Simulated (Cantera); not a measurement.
**Thermodynamics of silicon epitaxy and polysilicon growth, feed SiCl₄ + Cl₂ + H₂**

A closed system holds: 1 mol SiCl₄, 0.3 mol Cl₂, 39 mol H₂, at 1198 K and 3500 Pa.

Method: chemical equilibrium by Gibbs-energy minimisation in Cantera with the NASA 1993 tables (ideal gas, pure condensed phases). Candidate condensed phases: Si; 19 gas species. The tables' values for SiCl₃ are old estimates; treat these amounts as uncertain. The numbers say what is thermodynamically allowed, not how fast it happens.

The x(H₂) is 0.925. The x(HCl) is 0.0549, the x(SiCl₂) comes out as 0.00766 and the x(SiCl₄) comes out as 0.00651. The x(SiHCl₃) is 0.00295 and the x(SiCl₃) comes out as 0.00237. The x(SiH₂Cl₂) comes out as 0.000175. The x(SiH₃Cl) is 2.84e-6, the n(Si(s)) comes out as 0.196 mol and the gas amount is 40.86 mol.
